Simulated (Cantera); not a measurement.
Hydrocarbon pyrolysis for carbon deposition

An isothermal, constant-pressure homogeneous reactor starts with 0.709 % CH4, 99.3 % N2, at 1475 K and 100.0 Torr.

Detailed kinetics in Cantera: GRI-Mech 3.0 (53 species, 325 reactions). GRI-Mech 3.0 stops at C3 and has no aromatics, soot or wall deposition, so with more carbon than oxygen in the feed, carbon stays in small species such as C2H2 where larger ones or solid carbon would form.

| t (s) | x CH4 | x C2H | x C2H6 | x H | x C2H4 | x HCN |
|---|---|---|---|---|---|---|
| 0.000600 | 0.00709 | <1e-12 | 5.90e-12 | 9.92e-9 | 2.82e-12 | <1e-12 |
| 0.00221 | 0.00709 | <1e-12 | 3.08e-10 | 9.95e-9 | 1.62e-10 | <1e-12 |
| 0.00811 | 0.00709 | <1e-12 | 1.29e-8 | 1.03e-8 | 8.28e-9 | <1e-12 |
| 0.0298 | 0.00708 | <1e-12 | 3.41e-7 | 1.46e-8 | 3.79e-7 | <1e-12 |
| 0.110 | 0.00703 | 2.20e-12 | 4.09e-6 | 5.82e-8 | 1.29e-5 | 1.56e-11 |
| 0.403 | 0.00646 | 1.05e-10 | 1.43e-5 | 4.31e-7 | 0.000170 | 1.40e-9 |
| 1.48 | 0.00477 | 5.90e-10 | 5.49e-6 | 1.18e-6 | 0.000105 | 1.87e-8 |
| 5.44 | 0.00268 | 1.09e-9 | 1.42e-6 | 2.05e-6 | 2.20e-5 | 8.09e-8 |
| 20.0 | 0.000981 | 1.57e-9 | 1.97e-7 | 2.93e-6 | 3.95e-6 | 2.32e-7 |
x: mole fraction; the columns are a selection and need not sum to one.

Equilibrium at this temperature and pressure: CH4 2.24e-6, C2H 1.08e-10, C2H6 1.45e-12, H 3.67e-6, C2H4 9.86e-8, HCN 0.00665 (gas phase only).
